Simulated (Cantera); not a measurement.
Charge: 1 mol CuO, 1.4 mol HF, 0.095 mol O2, 1 mol F2, held at 4.10e-5 bar.

Cantera equilibrium calculation (NASA polynomials, part measured and part estimated; ideal gas, pure solids and liquids). Candidate condensed phases: Cu, CuF2, CuO, Cu(OH)2, Cu2O, H2O; 27 gas species. The numbers say what is thermodynamically allowed, not how fast it happens.

**Question.** Which condensed phases are stable at each of these points (T (K)): 723, 873, 1023, 1173, 1323, 1473, 1623, 1773, 1923?

**Answer.** 
| T (K) | condensed phases | Cu condensed (%) |
|---|---|---|
| 723 | CuF2(s) | 100.0 |
| 873 | CuF2(s) | 99.3 |
| 1023 | gas only | 0.0 |
| 1173 | gas only | 0.0 |
| 1323 | gas only | 0.0 |
| 1473 | gas only | 0.0 |
| 1623 | gas only | 0.0 |
| 1773 | gas only | 0.0 |
| 1923 | gas only | 0.0 |

From 723 K to 873 K the condensed part is CuF2(s). From 1023 K to 1923 K nothing is condensed.
